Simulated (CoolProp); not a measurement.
R125 at several states: Z from the reference equation and from simpler models built on Tc = 66.0 °C, pc = 3.618 MPa, ω = 0.305; each cubic takes its own stable root.

Computed with CoolProp (reference Helmholtz-energy equation of state, Lemmon 2005).

```csv
T (°C),p (MPa),phase,reference
121.45,6.97,supercritical,0.5675
86.45,0.0228,gas,0.9982
77.75,2.69,gas,0.7244
```

### Question
How far does each simpler model (Redlich-Kwong, Soave-Redlich-Kwong, Peng-Robinson) lie from the reference over these 3 states: mean and median of the absolute difference, and the worst?

### Answer
- Redlich-Kwong: mean 2.0 %, median 0.3 %, worst -5.7 % at 121.45 °C and 6.97 MPa
- Soave-Redlich-Kwong: mean 3.2 %, median 0.9 %, worst +8.8 % at 121.45 °C and 6.97 MPa
- Peng-Robinson: mean 1.7 %, median 2.4 %, worst +2.6 % at 121.45 °C and 6.97 MPa
